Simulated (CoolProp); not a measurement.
The numbers come from the reference Helmholtz-energy equation of state, Leachman 2009 in CoolProp.

Problem. For normal hydrogen, give the phase and the cp (kJ/(kg K)), cv (kJ/(kg K)), viscosity (µPa s), conductivity (mW/(m K)) at 32 K and 5.25 bar; 37.6 K and 5.25 bar; 99.9 K and 5.25 bar.

Solution. 
- 32 K and 5.25 bar: gas; cp 13.9, cv 6.50, viscosity 1.69, conductivity 30.3
- 37.6 K and 5.25 bar: gas; cp 12.3, cv 6.37, viscosity 1.95, conductivity 33.2
- 99.9 K and 5.25 bar: gas; cp 11.4, cv 7.09, viscosity 4.14, conductivity 69.6

Viscosity comes from a separate model (Muzny 2013). Thermal conductivity comes from a separate model (Assael 2011).
